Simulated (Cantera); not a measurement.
Input: 1 mol c-C4F8, 2.7 mol H2, equilibrated at 0.133 bar.

Equilibrium computed with Cantera from the NASA thermochemical tables; the gas is ideal and each condensed phase is pure. Candidate condensed phases: C, C6H6, C7H8, C8H18; 95 gas species. The feed counts by its element totals alone. Gases not in the tables: C2F6 and larger saturated fluorocarbons. Rates play no part.

log p: log10 of the partial pressure in bar; n: condensed amount in mol.

```csv
T (K),log p HF,log p CF4,log p CF2,log p F,log p CF3,n C(graphite)
1323,-0.92,-1.84,-6.60,-7.64,-6.94,3.35
1423,-0.92,-1.84,-5.82,-6.76,-6.31,3.35
1523,-0.92,-1.84,-5.14,-6.00,-5.77,3.35
1623,-0.92,-1.84,-4.56,-5.33,-5.29,3.35
1723,-0.92,-1.85,___,___,___,3.35
1823,-0.93,-1.85,___,___,___,3.34
1923,-0.93,-1.86,-3.17,-3.74,-4.17,3.34
```

Task: Complete the blanks.

Result: 
- 1823, log p CF2: -3.58
- 1823, log p F: -4.21
- 1823, log p CF3: -4.50
- 1723, log p CF2: -4.04
- 1723, log p F: -4.74
- 1723, log p CF3: -4.87
